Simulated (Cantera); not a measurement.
Cantera run:

```python
import numpy as np
import cantera as ct

gas_names = """
    F FO FO2 F2 F2O H HF HNO HNO2 HNO3 HOF HO2 H2 H2F2 H2O H2O2 H3F3 H4F4 H5F5 H6F6 H7F7 N NF NF2 NF3 NH
    NH2 NH3 NH2OH NO NO2 NO3 N2 N2H2 N2H4 N2O O OH O2 O3 Si SiF SiF2 SiF3 SiF4 SiH SiHF3 SiH2 SiH2F2
    SiH3 SiH3F SiH4 SiN SiO SiO2 Si2 Si2N Si3
""".split()
cond_names = """
    H2O(s) H2O(L) Si(cr) Si(L) SiO2(Lqz) SiO2(hqz) SiO2(L) Si2N2O(s) Si3N4(a)
""".split()


def load(file, names, dense=False):
    # The tables refer to 1 bar. Condensed volumes are neglected.
    table = {s.name: s for s in ct.Species.list_from_file(file)}
    out = []
    for n in names:
        d = dict(table[n].input_data)
        d["thermo"] = dict(d["thermo"], **{"reference-pressure": 1e5})
        if dense:
            d["equation-of-state"] = {"model": "constant-volume", "density": "1e6 g/cm^3"}
        out.append(ct.Species.from_dict(d))
    return out


gas = ct.Solution(thermo="ideal-gas", species=load("nasa_gas.yaml", gas_names))
cond = {s.name: ct.Solution(thermo="fixed-stoichiometry", species=[s], name=s.name)
        for s in load("nasa_condensed.yaml", cond_names, dense=True)}
atoms = {
    'SiF4': {'Si': 1, 'F': 4},
    'N2O': {'N': 2, 'O': 1},
    'H2': {'H': 2},
}
top_T = {'Si2N2O(s)': 2100, 'Si3N4(a)': 2400}  # K; cautious upper limits of use, not melting points


def equilibrate(T, P, feed):
    n = {}
    for name, mol in feed.items():
        for a, k in atoms[name].items():
            n[a] = n.get(a, 0.0) + k * mol
    gas.TPX = T, P, n
    mass = sum(n.values()) * gas.mean_molecular_weight
    gas.equilibrate("TP")
    valid = [c for c in cond.values() if c.min_temp <= T <= top_T.get(c.name, c.max_temp)]
    mix = ct.Mixture([(gas, mass / gas.mean_molecular_weight)] + [(c, 0.0) for c in valid])
    mix.T, mix.P = T, P
    mix.equilibrate("TP", solver="vcs", rtol=1e-11, max_steps=5000)
    return mix


results = []
T = 948.15  # K
P = 1333.22  # Pa
for m in [0.32, 0.78, 1.2, 1.7, 2.2, 2.6, 3.1, 3.6, 4, 4.5]:
    feed = {'SiF4': 1, 'N2O': m, 'H2': 26}  # mol
    mix = equilibrate(T, P, feed)
    results.append((T, P, feed, dict(zip(mix.species_names, mix.species_moles))))

top = {s: max(r[3][s] / sum(r[3][g] for g in gas_names) for r in results) for s in gas_names}
cols = sorted((s for s in top if top[s] > 1e-06), key=lambda s: -top[s])[:5]
seen = [c for c in cond_names if any(r[3].get(c, 0) > 1e-12 for r in results)]
print("log10 of partial pressures in bar; condensed amounts in mol")
print(f"{'n(N2O)':>10s}" + "".join(f"{s[:9]:>10s}" for s in cols + seen))
for T, P, feed, n in results:
    ng = sum(n[g] for g in gas_names)
    print(f"{feed['N2O']:10.4g}" + "".join(f"{np.log10(max(n[s] / ng * P / 1e5, 1e-99)):10.3f}" for s in cols)
          + "".join(f"{n.get(c, 0):10.4g}" for c in seen))
```

Result:

```
log10 of partial pressures in bar; condensed amounts in mol
    n(N2O)        H2        N2        HF       H2O      SiF4 SiO2(hqz)
      0.32    -1.904    -3.809    -3.543    -4.911    -3.383    0.1474
      0.78    -1.922    -3.432    -3.213    -4.195    -3.493    0.3228
       1.2    -1.938    -3.253    -3.074    -3.866    -3.595    0.4536
       1.7    -1.956    -3.111    -2.976    -3.609    -3.718      0.58
       2.2    -1.974    -3.008    -2.916    -3.426    -3.845    0.6796
       2.6    -1.988    -2.942    -2.884    -3.310    -3.947    0.7431
       3.1    -2.005    -2.874    -2.857    -3.192    -4.076    0.8054
       3.6    -2.023    -2.816    -2.840    -3.095    -4.203    0.8521
         4    -2.036    -2.777    -2.832    -3.029    -4.302    0.8806
       4.5    -2.053    -2.733    -2.826    -2.957    -4.421    0.9078
```

Equilibrium computed with Cantera from the NASA thermochemical tables; the gas is ideal and each condensed phase is pure.
